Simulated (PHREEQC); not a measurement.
Make-up at 25 °C: 0.021 mol FeSO4 per kg of water. It is in equilibrium with CO2 at log p = -3.4 (atm). Otherwise closed; pH follows from the charge balance.

The numbers come from PHREEQC with the ion-association model, phreeqc.dat.

This is a speciation only: nothing precipitates in the calculation.

Problem. Estimate the pH, specific conductance.

Solution. pH 5.56; specific conductance 2790 µS/cm.

Problem. In which forms is Fe present?

Solution. Fe+2 66 %, FeSO4 34 % of the Fe.
